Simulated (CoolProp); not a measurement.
Vapour-liquid equilibrium of cyclohexane (1) + n-heptane (2) at 0.374 MPa; x and y are mole fractions of (1).

The numbers come from the multi-fluid Helmholtz-energy mixture model, Zhou 2014 and Span 2003; pair parameters Bell 2016 in CoolProp.

```
x     bubble temperature (°C)  y at the bubble point  dew temperature at overall composition x (°C)  liquid density (mol/L)
----  -----------------------  ---------------------  ---------------------------------------------  ----------------------
0.05                    149.0                  0.070                                          149.3                   5.688
0.15                    146.8                  0.201                                          147.6                   5.874
0.25                    144.6                  0.324                                          145.9                   6.068
0.35                    142.6                  0.436                                          144.2                   6.273
0.45                    140.6                  0.541                                          142.3                   6.487
0.55                    138.8                  0.637                                          140.5                   6.713
0.65                    137.0                  0.727                                          138.5                   6.952
0.75                    135.3                  0.811                                          136.5                   7.205
0.85                    133.7                  0.890                                          134.5                   7.472
0.95                    132.2                  0.964                                          132.4                   7.757
```

No azeotrope shows between x = 0.05 and 0.95.

Pair parameters are fitted to limited data, so mixtures are less certain than the pure fluids.
